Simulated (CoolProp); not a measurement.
Vapour pressure (MPa) of tetrahydrofuran: the reference equation beside estimates from Tc = 540.2 K, pc = 5.304 MPa, ω = 0.234. Clausius-Clapeyron is anchored at 408.9 K with a constant enthalpy of vaporisation of 25.78 kJ/mol.

Model: reference Helmholtz-energy equation of state, Fiedler 2023, in CoolProp.

```json
[
 {"T (K)": "378.4", "reference": "0.3116", "Lee-Kesler": "0.3116", "Clausius-Clapeyron": "0.3420", "van der Waals": "1.067", "Redlich-Kwong": "0.4665", "Soave-Redlich-Kwong": "0.3114"},
 {"T (K)": "383.5", "reference": "0.3536", "Lee-Kesler": "0.3543", "Clausius-Clapeyron": "0.3814", "van der Waals": "1.142", "Redlich-Kwong": "0.5217", "Soave-Redlich-Kwong": "0.3541"},
 {"T (K)": "388.6", "reference": "0.3998", "Lee-Kesler": "0.4014", "Clausius-Clapeyron": "0.4241", "van der Waals": "1.220", "Redlich-Kwong": "0.5815", "Soave-Redlich-Kwong": "0.4013"},
 {"T (K)": "393.6", "reference": "0.4494", "Lee-Kesler": "0.4520", "Clausius-Clapeyron": "0.4693", "van der Waals": "1.300", "Redlich-Kwong": "0.6447", "Soave-Redlich-Kwong": "0.4519"},
 {"T (K)": "398.7", "reference": "0.5046", "Lee-Kesler": "0.5084", "Clausius-Clapeyron": "0.5191", "van der Waals": "1.386", "Redlich-Kwong": "0.7140", "Soave-Redlich-Kwong": "0.5085"},
 {"T (K)": "403.8", "reference": "0.5648", "Lee-Kesler": "0.5699", "Clausius-Clapeyron": "0.5727", "van der Waals": "1.474", "Redlich-Kwong": "0.7885", "Soave-Redlich-Kwong": "0.5703"},
 {"T (K)": "408.9", "reference": "0.6302", "Lee-Kesler": "0.6368", "Clausius-Clapeyron": "0.6302", "van der Waals": "1.566", "Redlich-Kwong": "0.8682", "Soave-Redlich-Kwong": "0.6376"},
 {"T (K)": "413.9", "reference": "0.6997", "Lee-Kesler": "0.7078", "Clausius-Clapeyron": "0.6907", "van der Waals": "1.660", "Redlich-Kwong": "0.9518", "Soave-Redlich-Kwong": "0.7092"},
 {"T (K)": "419", "reference": "0.7763", "Lee-Kesler": "0.7861", "Clausius-Clapeyron": "0.7566", "van der Waals": "1.760", "Redlich-Kwong": "1.043", "Soave-Redlich-Kwong": "0.7882"},
 {"T (K)": "424.1", "reference": "0.8591", "Lee-Kesler": "0.8707", "Clausius-Clapeyron": "0.8270", "van der Waals": "1.863", "Redlich-Kwong": "1.139", "Soave-Redlich-Kwong": "0.8737"},
 {"T (K)": "429.2", "reference": "0.9482", "Lee-Kesler": "0.9617", "Clausius-Clapeyron": "0.9020", "van der Waals": "1.970", "Redlich-Kwong": "1.242", "Soave-Redlich-Kwong": "0.9660"},
 {"T (K)": "434.2", "reference": "1.042", "Lee-Kesler": "1.058", "Clausius-Clapeyron": "0.9803", "van der Waals": "2.078", "Redlich-Kwong": "1.349", "Soave-Redlich-Kwong": "1.063"},
 {"T (K)": "439.3", "reference": "1.145", "Lee-Kesler": "1.162", "Clausius-Clapeyron": "1.065", "van der Waals": "2.193", "Redlich-Kwong": "1.464", "Soave-Redlich-Kwong": "1.170"}
]
```

Absolute difference from the reference over all 13 rows, mean and median: Lee-Kesler 0.9 and 1.0 %, Clausius-Clapeyron 4.4 and 4.4 %, van der Waals 155.7 and 148.5 %, Redlich-Kwong 38.2 and 37.8 %, Soave-Redlich-Kwong 1.1 and 1.2 %.
